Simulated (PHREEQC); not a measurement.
Dissolve 0.24 mol/kgw ZnSO4, 0.00095 mol/kgw CuCl2, 0.00087 mol/kgw Na2SO4 and 0.052 mol/kgw NaCl at 25 °C. Closed to the air; pH follows from the charge balance.

Equilibrium calculation in PHREEQC: ion-association model, wateq4f.dat.

```
Item                      Result
-----------------  -------------
pH                          5.34
ionic strength     0.500 mol/kgw
activity of water          0.993
```

```tsv
species	molality	activity	log γ
Zn+2	0.111	0.0277	-0.603
ZnSO4	0.0854	0.0958	0.050
SO4-2	0.0718	0.0147	-0.687
Cl-	0.0500	0.0322	-0.191
Na+	0.0500	0.0354	-0.149
Zn(SO4)2-2	0.0397	0.0115	-0.539
NaSO4-	0.00378	0.00262	-0.160
ZnCl+	0.00369	0.00240	-0.187
Cu+2	0.000557	0.000139	-0.603
```

No solid was allowed to form.
